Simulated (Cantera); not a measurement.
A closed system holds: 1 mol FeS2, 0.33 mol O2, 6.1 mol H2O, held at 1948 K and 1 atm.

Equilibrium computed with Cantera from the NASA thermochemical tables; the gas is ideal and each condensed phase is pure. Candidate condensed phases: Fe, FeO, Fe(OH)2, Fe(OH)3, FeS, FeSO4, FeS2, Fe2O3, Fe2(SO4)3, Fe3O4, H2O, H2SO4, S; 22 gas species. The tables' stoichiometric FeO is somewhat more stable than real wüstite, so its field is too wide. FeO: taken at fixed stoichiometry. The numbers say what is thermodynamically allowed, not how fast it happens.

Base state: H2O 0.611, H2 0.185, SO2 0.0809, S2 0.0681, H2S 0.0331, SO 0.0116, SH 0.00712, S2O 0.00176 (mole fractions); condensed: FeO(l).

**Question.** What changes in the equilibrium state with this change: temperature from 1948 K to 725 K?

**Answer.** 
```json
[
 {"species": "H2O", "before": "0.611", "after": "0.958"},
 {"species": "SO2", "before": "0.0809", "after": "0.0393"},
 {"species": "H2S", "before": "0.0331", "after": "0.00289"},
 {"species": "H2", "before": "0.185", "after": "5.70e-5"},
 {"species": "S2", "before": "0.0681", "after": "3.99e-5"},
 {"species": "SO", "before": "0.0116", "after": "4.02e-9"},
 {"species": "Fe(OH)2", "before": "0.000190", "after": "<1e-9"},
 {"species": "SH", "before": "0.00712", "after": "1.29e-9"},
 {"species": "S", "before": "0.000581", "after": "<1e-9"},
 {"species": "H", "before": "0.000483", "after": "<1e-9"},
 {"species": "OH", "before": "0.000144", "after": "<1e-9"},
 {"species": "Fe", "before": "2.78e-5", "after": "<1e-9"},
 {"species": "FeO(l), mol", "before": "0.998", "after": "0"},
 {"species": "FeS2(s), mol", "before": "0", "after": "0.866"},
 {"species": "Fe3O4(s), mol", "before": "0", "after": "0.0448"}
]
```

**Question.** What changes in the equilibrium state with this change: O2 from 0.33 to 1.4 mol?

**Answer.** 
| species | before | after |
|---|---|---|
| H2O | 0.611 | 0.661 |
| SO2 | 0.0809 | 0.170 |
| H2 | 0.185 | 0.110 |
| H2S | 0.0331 | 0.0125 |
| S2 | 0.0681 | 0.0273 |
| SO | 0.0116 | 0.0134 |
| Fe(OH)2 | 0.000190 | 0.000205 |
| SH | 0.00712 | 0.00348 |
| Fe | 2.78e-5 | 1.53e-5 |
| FeO(l), mol | 0.998 | 0.998 |

**Question.** What changes in the equilibrium state with this change: O2 from 0.33 to 2.2 mol?

**Answer.** 
| species | before | after |
|---|---|---|
| H2O | 0.611 | 0.702 |
| SO2 | 0.0809 | 0.233 |
| H2 | 0.185 | 0.0514 |
| S2 | 0.0681 | 0.00195 |
| H2S | 0.0331 | 0.00156 |
| SO | 0.0116 | 0.00811 |
| Fe(OH)2 | 0.000190 | 0.000218 |
| SH | 0.00712 | 0.000635 |
| S2O | 0.00176 | 0.000208 |
| S | 0.000581 | 9.82e-5 |
| Fe | 2.78e-5 | 6.74e-6 |
| OH | 0.000144 | 0.000314 |
| FeO(l), mol | 0.998 | 0.998 |
